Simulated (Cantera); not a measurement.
What does this Cantera script print?

```python
import numpy as np
import cantera as ct

gas = ct.Solution("gri30.yaml")
gas.TPX = 1025, 1333, {'H2': 0.28, 'O2': 1}
reactor = ct.IdealGasConstPressureReactor(gas, energy="off", clone=False)
net = ct.ReactorNet([reactor])
net.rtol, net.atol = 1e-08, 1e-18
show = ['H2', 'O2', 'H2O2', 'H', 'HO2', 'H2O', 'OH']
times = np.geomspace(0.0005, 30, 11)

steps = ct.SolutionArray(gas, extra=["t"])
rows = []
print(f"{'t/s':>10s}{'T/K':>9s}{'P/Pa':>11s}" + "".join(f"{s:>11s}" for s in show))
for t in times:
    while net.time < t:
        t_next = net.step()
        steps.append(gas.state, t=t_next)
    rows.append([np.interp(t, steps.t, y) for y in (steps.T, steps.P, *steps(*show).X.T)])
    print(f"{t:10.3e}{rows[-1][0]:9.1f}{rows[-1][1]:11.4g}" + "".join(f"{x:11.3e}" for x in rows[-1][2:]))
rate = np.gradient(steps.T, steps.t)
print("integrator steps:", len(steps.t))
if steps.T.max() > steps.T[0] + 200:
    print(f"time of steepest temperature rise: {steps.t[rate.argmax()]:.4e} s")
gas.TPX = 1025, 1333, {'H2': 0.28, 'O2': 1}
gas.equilibrate("TP")
print(f"equilibrium (TP): T = {gas.T:.1f} K  " + "  ".join(f"{s} {gas[s].X[0]:.3e}" for s in show))
```

Output:

```
       t/s      T/K       P/Pa         H2         O2       H2O2          H        HO2        H2O         OH
 5.000e-04   1025.0       1333  2.187e-01  7.812e-01  1.251e-12  7.588e-09  1.704e-09  9.661e-09  1.530e-09
 1.502e-03   1025.0       1333  2.187e-01  7.812e-01  4.579e-11  5.721e-06  8.029e-08  8.573e-06  1.170e-06
 4.514e-03   1025.0       1333  1.352e-02  6.923e-01  3.301e-07  7.525e-02  1.413e-05  1.703e-01  6.010e-03
 1.356e-02   1025.0       1333  3.113e-03  7.410e-01  5.186e-07  8.542e-03  1.557e-05  2.333e-01  2.838e-03
 4.076e-02   1025.0       1333  2.501e-04  7.533e-01  4.490e-07  1.516e-04  7.022e-06  2.447e-01  6.843e-04
 1.225e-01   1025.0       1333  2.048e-05  7.542e-01  1.997e-07  3.811e-06  1.392e-06  2.455e-01  2.002e-04
 3.680e-01   1025.0       1333  2.488e-06  7.543e-01  7.494e-08  2.115e-07  2.596e-07  2.456e-01  7.687e-05
 1.106e+00   1025.0       1333  4.515e-07  7.544e-01  2.847e-08  2.029e-08  6.003e-08  2.456e-01  3.523e-05
 3.323e+00   1025.0       1333  1.072e-07  7.544e-01  1.085e-08  2.642e-09  1.640e-08  2.456e-01  1.784e-05
 9.984e+00   1025.0       1333  2.941e-08  7.544e-01  4.038e-09  4.049e-10  5.064e-09  2.456e-01  9.543e-06
 3.000e+01   1025.0       1333  8.752e-09  7.544e-01  1.457e-09  6.810e-11  1.928e-09  2.456e-01  5.265e-06
integrator steps: 1879
equilibrium (TP): T = 1025.0 K  H2 4.459e-10  O2 7.544e-01  H2O2 9.479e-11  H 8.021e-13  HO2 1.911e-09  H2O 2.456e-01  OH 1.180e-06
```

Model: GRI-Mech 3.0 (53 species, 325 reactions), integrated in Cantera. Radical loss at walls, strong at low pressure, is not modelled. The temperature is held fixed by assumption; the heat of reaction is taken as removed at once.
